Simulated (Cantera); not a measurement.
An adiabatic, constant-volume homogeneous reactor starts with H2 : O2 : N2 = 1 : 0.562 : 2.11 (molar parts), equivalence ratio 0.89, at 975 K and 100000 Pa. Integrator tolerance rtol = 1e-08.

Cantera simulation using the H2/O2 subset of GRI-Mech 3.0, which has no nitrogen chemistry; the numbers are that mechanism's predictions, not measurements.

Q: What does this change do: pressure from 100000 Pa to 160000 Pa?

A: 
```
quantity                                                            before                                    after
---------------------------------  ---------------------------------------  ---------------------------------------
time of steepest temperature rise                                 0.664 ms                                  11.1 ms
temperature at 0.500 s                                              2859 K                                   2897 K
equilibrium temperature                                             2859 K                                   2897 K
x(H2) at 0.500 s                     0.0277 (gas-phase equilibrium 0.0277)    0.0258 (gas-phase equilibrium 0.0258)
x(O2) at 0.500 s                     0.0249 (gas-phase equilibrium 0.0249)    0.0242 (gas-phase equilibrium 0.0242)
x(H2O2) at 0.500 s                 9.12e-7 (gas-phase equilibrium 9.12e-7)  1.24e-6 (gas-phase equilibrium 1.24e-6)
x(O) at 0.500 s                    0.00667 (gas-phase equilibrium 0.00667)  0.00597 (gas-phase equilibrium 0.00597)
x(H2O) at 0.500 s                      0.258 (gas-phase equilibrium 0.258)      0.262 (gas-phase equilibrium 0.262)
x(OH) at 0.500 s                     0.0286 (gas-phase equilibrium 0.0286)    0.0277 (gas-phase equilibrium 0.0277)
x(H) at 0.500 s                      0.0104 (gas-phase equilibrium 0.0104)  0.00894 (gas-phase equilibrium 0.00894)
```

Q: What does this change do: pressure from 100000 Pa to 1900000 Pa?

A: 
```json
[
 {"quantity": "time of steepest temperature rise", "before": "0.664 ms", "after": "10.9 ms"},
 {"quantity": "temperature at 0.500 s", "before": "2859 K", "after": "3077 K"},
 {"quantity": "equilibrium temperature", "before": "2859 K", "after": "3077 K"},
 {"quantity": "x(H2) at 0.500 s", "before": "0.0277 (gas-phase equilibrium 0.0277)", "after": "0.0156 (gas-phase equilibrium 0.0156)"},
 {"quantity": "x(O2) at 0.500 s", "before": "0.0249 (gas-phase equilibrium 0.0249)", "after": "0.0209 (gas-phase equilibrium 0.0209)"},
 {"quantity": "x(H2O2) at 0.500 s", "before": "9.12e-7 (gas-phase equilibrium 9.12e-7)", "after": "5.73e-6 (gas-phase equilibrium 5.73e-6)"},
 {"quantity": "x(O) at 0.500 s", "before": "0.00667 (gas-phase equilibrium 0.00667)", "after": "0.00293 (gas-phase equilibrium 0.00293)"},
 {"quantity": "x(H2O) at 0.500 s", "before": "0.258 (gas-phase equilibrium 0.258)", "after": "0.282 (gas-phase equilibrium 0.282)"},
 {"quantity": "x(OH) at 0.500 s", "before": "0.0286 (gas-phase equilibrium 0.0286)", "after": "0.0219 (gas-phase equilibrium 0.0219)"},
 {"quantity": "x(H) at 0.500 s", "before": "0.0104 (gas-phase equilibrium 0.0104)", "after": "0.00344 (gas-phase equilibrium 0.00344)"}
]
```
The hydrogen kinetics of GRI-Mech 3.0 are dated; newer H2 mechanisms differ, most at raised pressure. The pressure lies above the range GRI-Mech 3.0 was tuned for (to about 10 atm). Above 3000 K some thermodynamic fits are extrapolated.
